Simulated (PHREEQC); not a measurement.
Synthetic water in mg/L, 25 °C, pH 6.61, pe 10.7:

```tsv
constituent	mg/L
Na	26.5
K	0.00102
Ca	40.6
Mg	101
Cl	73.2
S(6) as SO4	339
Alkalinity as HCO3	433
Sr	10.5
```

Valence states are taken as typed.

Equilibrium calculation in PHREEQC: ion-association model, phreeqc.dat.

Precipitation was switched off in this run.

Question: Order these C species by the share of C that they hold, largest first: MgHCO3+, HCO3-, CO2, CaHCO3+.

Answer: HCO3- (66 %), CO2 (32 %), MgHCO3+ (1.5 %), CaHCO3+ (0.42 %)

The pH is 6.61 and the ionic strength 0.0189 mol/kgw.
